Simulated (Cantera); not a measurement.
A freely propagating, adiabatic, planar premixed flame of CH4 : O2 : N2 = 1 : 1.67 : 7.4 (molar parts), equivalence ratio 1.2, unburnt at 350 K and 120 Torr; mixture-averaged transport, grid criteria slope 0.08 and curve 0.16, no radiation.

Cantera simulation using GRI-Mech 3.0 (53 species, 325 reactions); the numbers are that mechanism's predictions, not measurements. Burning velocities carry a grid error of a few per cent, more on coarse grids.

Question: Predict: laminar burning velocity; thermal thickness; peak x(HO2); peak x(HCO); peak x(CH2O).

Answer: 
- laminar burning velocity = 52.8 cm/s
- thermal thickness = 2.31 mm
- peak x(HO2) = 8.18e-5
- peak x(HCO) = 5.16e-5
- peak x(CH2O) = 0.000765
